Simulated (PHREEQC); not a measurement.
0.5 mol of Fluorite (CaF2) is brought to equilibrium with 1 kg of water, at 25 °C under several pressures of CO2. Oxygen is held at 0.21 atm. Only these solids could form: Fluorite, Calcite.

All values are PHREEQC results (ion-association model, phreeqc.dat), not measurements.

```json
[
 {"log pCO2 (atm)": "-5", "pH": "6.49", "dissolved Ca (mol/kgw)": "0.000195", "dissolved F (mol/kgw)": "0.000390", "CO2 (mol/kgw)": "3.40e-7", "HF (mol/kgw)": "1.84e-7"},
 {"log pCO2 (atm)": "-4.5", "pH": "6.25", "dissolved Ca (mol/kgw)": "0.000195", "dissolved F (mol/kgw)": "0.000390", "CO2 (mol/kgw)": "1.08e-6", "HF (mol/kgw)": "[?]"},
 {"log pCO2 (atm)": "-4", "pH": "6.00", "dissolved Ca (mol/kgw)": "0.000195", "dissolved F (mol/kgw)": "0.000390", "CO2 (mol/kgw)": "3.40e-6", "HF (mol/kgw)": "5.64e-7"},
 {"log pCO2 (atm)": "-3.5", "pH": "5.75", "dissolved Ca (mol/kgw)": "0.000195", "dissolved F (mol/kgw)": "0.000391", "CO2 (mol/kgw)": "1.08e-5", "HF (mol/kgw)": "[?]"},
 {"log pCO2 (atm)": "-3", "pH": "5.50", "dissolved Ca (mol/kgw)": "0.000196", "dissolved F (mol/kgw)": "0.000391", "CO2 (mol/kgw)": "3.40e-5", "HF (mol/kgw)": "[?]"},
 {"log pCO2 (atm)": "-2.5", "pH": "5.25", "dissolved Ca (mol/kgw)": "0.000196", "dissolved F (mol/kgw)": "0.000392", "CO2 (mol/kgw)": "0.000108", "HF (mol/kgw)": "[?]"},
 {"log pCO2 (atm)": "-2", "pH": "5.00", "dissolved Ca (mol/kgw)": "0.000197", "dissolved F (mol/kgw)": "0.000394", "CO2 (mol/kgw)": "0.000340", "HF (mol/kgw)": "[?]"},
 {"log pCO2 (atm)": "-1.5", "pH": "4.75", "dissolved Ca (mol/kgw)": "0.000199", "dissolved F (mol/kgw)": "0.000397", "CO2 (mol/kgw)": "0.00108", "HF (mol/kgw)": "9.93e-6"},
 {"log pCO2 (atm)": "-1", "pH": "4.50", "dissolved Ca (mol/kgw)": "0.000201", "dissolved F (mol/kgw)": "0.000403", "CO2 (mol/kgw)": "0.00340", "HF (mol/kgw)": "[?]"},
 {"log pCO2 (atm)": "-0.5", "pH": "4.25", "dissolved Ca (mol/kgw)": "0.000206", "dissolved F (mol/kgw)": "0.000412", "CO2 (mol/kgw)": "0.0107", "HF (mol/kgw)": "[?]"},
 {"log pCO2 (atm)": "0", "pH": "4.00", "dissolved Ca (mol/kgw)": "0.000215", "dissolved F (mol/kgw)": "0.000430", "CO2 (mol/kgw)": "0.0338", "HF (mol/kgw)": "5.42e-5"}
]
```

### Question
What belongs in the gaps?

### Answer

- -4.5, HF (mol/kgw): 3.19e-7
- -3.5, HF (mol/kgw): 1.00e-6
- -3, HF (mol/kgw): 1.78e-6
- -2.5, HF (mol/kgw): 3.15e-6
- -2, HF (mol/kgw): 5.60e-6
- -1, HF (mol/kgw): 1.76e-5
- -0.5, HF (mol/kgw): 3.10e-5

Species that the database lacks are ignored.
